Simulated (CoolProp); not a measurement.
Aqueous propylene glycol as a coolant, 27 % by mass, freezing at -10.9 °C, 1 atm.

Values from CoolProp's Melinder's fits for secondary coolants.

```csv
T (°C),cp (kJ/(kg K)),conductivity (W/(m K)),Prandtl number,viscosity (mPa s)
-9.5,…,0.433,88.5,10.0
-2.4,3.839,0.439,60.1,6.87
4.6,…,0.445,42.6,4.91
11.6,3.875,0.451,31.2,…
18.6,3.892,0.457,23.6,2.78
25.6,3.910,0.463,…,2.18
32.6,…,0.469,14.7,…
39.7,…,0.475,12.0,1.45
```

Q: What belongs in the gaps?

A: 
- -9.5, cp (kJ/(kg K)): 3.821
- 4.6, cp (kJ/(kg K)): 3.857
- 11.6, viscosity (mPa s): 3.64
- 25.6, Prandtl number: 18.4
- 32.6, cp (kJ/(kg K)): 3.928
- 32.6, viscosity (mPa s): 1.76
- 39.7, cp (kJ/(kg K)): 3.946
